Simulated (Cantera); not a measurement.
A freely propagating, adiabatic, planar premixed flame of H₂ : O₂ : N₂ = 1 : 0.263 : 0.989 (molar parts), equivalence ratio 1.9, unburnt at 350 K and 1.01 bar; mixture-averaged transport, grid criteria slope 0.08 and curve 0.16, no radiation.

Model: the H2/O2 subset of GRI-Mech 3.0, which has no nitrogen chemistry, integrated in Cantera. Burning velocities carry a grid error of a few per cent, more on coarse grids.

**Question.** Predict: laminar burning velocity; thermal thickness; peak x(O); peak x(OH); peak x(H₂O₂).

**Answer.** 
| Property | Value |
|---|---|
| laminar burning velocity | 385 cm/s |
| thermal thickness | 0.344 mm |
| peak x(O) | 0.00343 |
| peak x(OH) | 0.00407 |
| peak x(H₂O₂) | 8.56e-5 |
